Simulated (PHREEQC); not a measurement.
## Spent oxide etchant

Dissolve 0.024 mol NH4HF2, 0.082 mol (NH4)2SiF6, 0.00096 mol HBF4 and 3e-05 mol HCl per kg of water at 25 °C. Closed to the air; pH follows from the charge balance.

Model: ion-association model, phreeqc.dat, run in PHREEQC.

No solid was allowed to form.

Task: Estimate the pH, density, ionic strength.

Result: pH 2.99; density 1.006 g/cm³; ionic strength 0.271 mol/kgw.

Task: In which forms is B present?

Result: BF4- 98 %, BF3OH- 1.5 % of the B.

SiF6-2 is the database's only silicon fluoride. Real BF4- forms and hydrolyses slowly; the run takes it at equilibrium.
